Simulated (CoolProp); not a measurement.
Computed with CoolProp (reference Helmholtz-energy equation of state, Thol 2015).

**Question.** For octamethylcyclotetrasiloxane (D4), give the phase and the expansivity (1/kK), fugacity coefficient at 508.2 K and 48.1 bar; 508.2 K and 67.4 bar; 508.2 K and 135 bar.

**Answer.** 
- 508.2 K and 48.1 bar: liquid; expansivity 1.87, fugacity coefficient 0.101
- 508.2 K and 67.4 bar: liquid; expansivity 1.68, fugacity coefficient 0.0867
- 508.2 K and 135 bar: liquid; expansivity 1.32, fugacity coefficient 0.0821
